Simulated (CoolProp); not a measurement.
n-dodecane along the isobar 0.401 MPa: Z from the reference equation and from simpler models built on Tc = 658.1 K, pc = 1.818 MPa, ω = 0.574; each cubic takes its own stable root.

Computed with CoolProp (reference Helmholtz-energy equation of state, Lemmon 2004). It is a short technical equation, of lower accuracy than the large ones.

```csv
T (K),phase,reference,van der Waals,Redlich-Kwong,Soave-Redlich-Kwong,Peng-Robinson
440.6,liquid,0.02925,0.05615,0.03848,___,0.03149
449.5,liquid,0.02901,0.05568,0.03823,0.03521,0.03119
458.4,liquid,0.02879,0.05526,0.03801,0.03492,0.03093
467.4,liquid,0.02859,0.05490,0.03784,0.03467,0.03069
476.3,liquid,0.02842,0.8350,___,0.03447,0.03049
485.3,liquid,0.02828,0.8435,0.03762,0.03430,0.03033
494.2,liquid,0.02816,___,0.03758,0.03417,0.03021
503.2,liquid,0.02806,0.8584,0.03759,0.03409,0.03012
512.1,liquid,0.02800,0.8650,0.03767,0.03406,0.03008
521,liquid,0.02796,0.8712,0.8324,0.03409,0.03009
```

### Question
Some entries are withheld; supply them.

### Answer

- 440.6, Soave-Redlich-Kwong: 0.03553
- 476.3, Redlich-Kwong: 0.03770
- 494.2, van der Waals: 0.8512

At some of these states van der Waals, Redlich-Kwong gives the other phase, because its saturation line lies elsewhere.
